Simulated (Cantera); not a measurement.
Input (Python, Cantera) and output of one run.

```python
import numpy as np
import cantera as ct

gas_names = """
    H HNO HNO2 HNO3 HO2 H2 H2O H2O2 N NH NH2 NH3 NH2OH NO NO2 NO3 N2 N2H2 N2H4 N2O O OH O2 O3 V VN VO
    VO2
""".split()
cond_names = """
    H2O(s) H2O(L) V(cr) V(L) VN(s) VO(s) VO(L) V2O3(s) V2O3(L) V2O4(I) V2O4(II) V2O4(L) V2O5(s) V2O5(L)
""".split()


# ... load() reads the species with a 1 bar reference pressure and builds the phases ...
atoms = {
    'V2O5': {'V': 2, 'O': 5},
    'H2': {'H': 2},
    'N2': {'N': 2},
}
top_T = {'VN(s)': 2300}  # K; cautious upper limits of use, not melting points


# ... equilibrate(T, P, feed) seeds the gas with the atoms and calls Mixture.equilibrate('TP', solver="vcs", rtol=1e-11, max_steps=5000) ...
results = []
feed = {'V2O5': 1, 'H2': 1800, 'N2': 2.3}  # mol
T = 1098.15  # K
P = 101325  # Pa
mix = equilibrate(T, P, feed)
results.append((T, P, feed, dict(zip(mix.species_names, mix.species_moles))))
print(gas.report(threshold=0.001))
for i in range(1, mix.n_phases):
    print(f"{mix.phase(i).name:16s} {mix.phase_moles(i):12.5e} mol")
```

It prints:

```
       temperature   1098.2 K
          pressure   1.0132e+05 Pa
           density   0.022938 kg/m^3
  mean mol. weight   2.067 kg/kmol
   phase of matter   gas

                          1 kg             1 kmol
                     ---------------   ---------------
          enthalpy        1.1326e+07         2.341e+07  J
   internal energy        6.9083e+06        1.4279e+07  J
           entropy             81899        1.6928e+05  J/K
    Gibbs function       -7.8611e+07       -1.6249e+08  J
 heat capacity c_p             14825             30643  J/K
 heat capacity c_v             10803             22328  J/K

                      mass frac. Y      mole frac. X     chem. pot. / RT
                     ---------------   ---------------   ---------------
                H2           0.97302           0.99761           -17.733
               H2O         0.0096719         0.0011097           -58.441
                N2          0.017218         0.0012704           -31.764
     [  +25 minor]        9.5198e-05        1.1577e-05

V(cr)             0.00000e+00 mol
VN(s)             0.00000e+00 mol
VO(s)             0.00000e+00 mol
V2O3(s)           1.00000e+00 mol
V2O4(II)          0.00000e+00 mol
V2O5(L)           0.00000e+00 mol
```

Cantera equilibrium calculation (NASA polynomials, part measured and part estimated; ideal gas, pure solids and liquids). Condensed phases not in the tables: the oxides between V2O3 and V2O5 other than VO2.
